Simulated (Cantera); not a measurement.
A closed system holds: 1 mol Si, 7.8 mol Cl₂, 8.4 mol HF, held at 10000 Pa.

Cantera equilibrium calculation (NASA polynomials, part measured and part estimated; ideal gas, pure solids and liquids). Candidate condensed phases: Si; 37 gas species. Kinetics and transport are ignored. All values below are at 1123 K.

Base state: Cl₂ 0.379, HF 0.289, HCl 0.263, SiF₄ 0.0657, Cl 0.00390 (mole fractions); condensed: gas only.

**Question.** What changes in the equilibrium state with this change: Cl₂ from 7.8 to 3.2 mol?

**Answer.** 
```json
[
 {"species": "HF", "before": "0.289", "after": "0.415"},
 {"species": "HCl", "before": "0.263", "after": "0.377"},
 {"species": "Cl₂", "before": "0.379", "after": "0.112"},
 {"species": "SiF₄", "before": "0.0657", "after": "0.0942"},
 {"species": "Cl", "before": "0.00390", "after": "0.00212"}
]
```
